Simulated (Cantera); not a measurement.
A freely propagating, adiabatic, planar premixed flame of H2 : O2 : N2 = 1 : 0.676 : 2.54 (molar parts), equivalence ratio 0.74, unburnt at 548 K and 0.132 atm; mixture-averaged transport, grid criteria slope 0.08 and curve 0.16, no radiation.

Computed with Cantera and the H2/O2 subset of GRI-Mech 3.0, which has no nitrogen chemistry. Burning velocities carry a grid error of a few per cent, more on coarse grids.

Problem. Predict: laminar burning velocity; thermal thickness; peak x(OH); peak x(H); peak x(H2O2).

Solution. 
```json
{
  "laminar_burning_velocity": "420 cm/s",
  "thermal_thickness": "6.19 mm",
  "peak x(OH)": "0.0157",
  "peak x(H)": "0.0590",
  "peak x(H2O2)": "2.32e-6"
}
```
